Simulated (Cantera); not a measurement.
A closed system holds: 1 mol SiCl4, 1.9 mol HCl, 2.9 mol H2, 2.2 mol Cl2, held at 1073.15 K and 1.00 bar.

Cantera equilibrium calculation (NASA polynomials, part measured and part estimated; ideal gas, pure solids and liquids). Candidate condensed phases: Si; 19 gas species. The tables' values for SiCl3 are old estimates; treat these amounts as uncertain. Equilibrium is a limit: real reactors are often held back by kinetics, nucleation or transport.

Base state: HCl 0.788, SiCl4 0.125, H2 0.0873, SiHCl3 0.000170, SiCl3 2.40e-5 (mole fractions); condensed: gas only.

Problem. What changes in the equilibrium state with this change: H2 from 2.9 to 17 mol?

Solution. 
```json
[
 {"species": "H2", "before": "0.0873", "after": "0.668"},
 {"species": "HCl", "before": "0.788", "after": "0.286"},
 {"species": "SiCl4", "before": "0.125", "after": "0.0439"},
 {"species": "SiHCl3", "before": "0.000170", "after": "0.00126"},
 {"species": "SiCl3", "before": "2.40e-5", "after": "6.42e-5"}
]
```
